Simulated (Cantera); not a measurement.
Stirred combustor or abatement burner

A perfectly stirred reactor is fed with 5.08 % CH₄, 15.2 % O₂, 79.7 % N₂, equivalence ratio 0.67, at 0.210 bar; it is adiabatic with a 675 K inlet, and is followed from long to short residence time, starting on the burning branch (τ in s: 0.041, 0.022, 0.012, 0.0065, 0.0036, 0.0019, 0.0011, 0.00057, 0.00031, 0.00017, 9.2e-05, 5e-05).

Cantera simulation using GRI-Mech 3.0 (53 species, 325 reactions); the numbers are that mechanism's predictions, not measurements.

```tsv
τ (s)	T (K)	x CH₄	x O₂	x CH₃	x H	x NO₂	x C₂H₆	x H₂
0.041	1738	2.33e-5	0.0514	3.93e-6	0.000947	2.64e-9	5.34e-11	0.00152
0.022	1715	3.57e-5	0.0518	5.60e-6	0.00152	1.91e-9	9.73e-11	0.00205
0.012	1687	5.55e-5	0.0525	8.07e-6	0.00232	1.43e-9	1.91e-10	0.00265
0.0065	1654	8.98e-5	0.0534	1.21e-5	0.00335	1.07e-9	4.23e-10	0.00331
0.0036	1618	0.000150	0.0545	1.85e-5	0.00447	7.95e-10	1.05e-9	0.00396
0.0019	1575	0.000279	0.0565	3.13e-5	0.00558	5.58e-10	3.48e-9	0.00463
0.0011	1535	0.000521	0.0592	5.33e-5	0.00605	4.03e-10	1.28e-8	0.00521
0.00057	1471	0.00145	0.0660	0.000132	0.00505	3.01e-10	1.47e-7	0.00631
0.00031	675	0.0508	0.152	<1e-12	<1e-12	<1e-12	<1e-12	<1e-12
0.00017	675	0.0508	0.152	<1e-12	<1e-12	<1e-12	<1e-12	<1e-12
9.2e-5	675	0.0508	0.152	<1e-12	<1e-12	<1e-12	<1e-12	<1e-12
5.0e-5	675	0.0508	0.152	<1e-12	<1e-12	<1e-12	<1e-12	<1e-12
```
x: mole fraction; the columns are a selection and need not sum to one.
